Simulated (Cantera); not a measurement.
Mixture: H₂ : O₂ : N₂ : H₂O = 0.59 : 0.5 : 1.88 : 0.14 (molar parts), equivalence ratio 0.59, at 37.0 bar, adiabatic and at constant volume. Ignition delay is the time to a rise of 400 K.

Computed with Cantera and the H2/O2 subset of GRI-Mech 3.0, which has no nitrogen chemistry. The hydrogen kinetics of GRI-Mech 3.0 are dated; newer H2 mechanisms differ, most at raised pressure. The pressure lies above the range GRI-Mech 3.0 was tuned for (to about 10 atm). Below about 950 K walls govern HO2 and H2O2 in real vessels.

Problem. At T0 = 1125 K, what is the delay, and which 8 reactions control it most (d ln τ / d ln k, from doubling and halving each rate constant)?

Solution. The delay is 0.505 ms.
```tsv
reaction	d ln τ / d ln k	faster rate
H + H2O2 <=> H2 + HO2	-0.54	shortens it
2 OH (+M) <=> H2O2 (+M)	-0.49	shortens it
H + O2 <=> O + OH	-0.23	shortens it
2 HO2 <=> H2O2 + O2	0.12	lengthens it
H + O2 + H2O <=> HO2 + H2O	0.07	lengthens it
H + O2 + N2 <=> HO2 + N2	0.07	lengthens it
H + HO2 <=> H2 + O2	-0.07	shortens it
H2 + OH <=> H + H2O	-0.04	shortens it
```
